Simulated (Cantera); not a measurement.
Charge: 1 mol AlCl3, 0.21 mol H2O, 10 mol H2, held at 1848 K.

Cantera equilibrium calculation (NASA polynomials, part measured and part estimated; ideal gas, pure solids and liquids). Candidate condensed phases: Al, AlCl3, Al2O3, H2O; 29 gas species. The tables' values for AlCl2, AlOH are old estimates; treat these amounts as uncertain. Kinetics and transport are ignored.

x: gas mole fraction; n: condensed amount in mol.

```
P (Pa)   x H2   x HCl  x AlCl       x H   x AlCl3  x AlCl2  n Al2O3(s)
------  -----  ------  ------  --------  --------  -------  ----------
10      0.715   0.162  0.0681    0.0448   4.51e-5  0.00106      0.0662
28      0.731   0.167  0.0680         …         …  0.00180      0.0673
77      0.742   0.168  0.0671    0.0165  0.000353  0.00295      0.0680
220     0.750   0.167  0.0650   0.00979  0.000958  0.00478      0.0686
600     0.758   0.164  0.0615   0.00596   0.00234  0.00727      0.0690
1700    0.768   0.156  0.0557   0.00356   0.00537   0.0105      0.0693
4600    0.781   0.144  0.0479   0.00218    0.0105   0.0136      0.0695
13000   0.798   0.128  0.0383   0.00131    0.0183   0.0161      0.0696
36000   0.815       …       …         …         …   0.0171      0.0697
100000  0.832  0.0929  0.0201  0.000484    0.0374   0.0166      0.0698
```

Q: Some entries are withheld; supply them.

A: 
- 36000, x HCl: 0.110
- 36000, x AlCl: 0.0287
- 36000, x H: 0.000798
- 36000, x AlCl3: 0.0276
- 28, x H: 0.0271
- 28, x AlCl3: 0.000130
